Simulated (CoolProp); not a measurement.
A Linde-Hampson liquefier for methane: isothermal reversible compression at 230 K from 1 atm to 25 MPa, throttling to 1 atm, return gas leaving the recuperator 10 K below the feed. Each further row changes one setting.

Computed with CoolProp (reference Helmholtz-energy equation of state, Setzmann 1991).

| case | liquid yield per pass | compression work (kJ/kg of gas) |
|---|---|---|
| as stated | 0.391 | 559 |
| high pressure 50 MPa | 0.380 | 639 |
| warm-end temperature 260 K | 0.297 | 670 |
| warm-end gap 15 K | 0.382 | 559 |
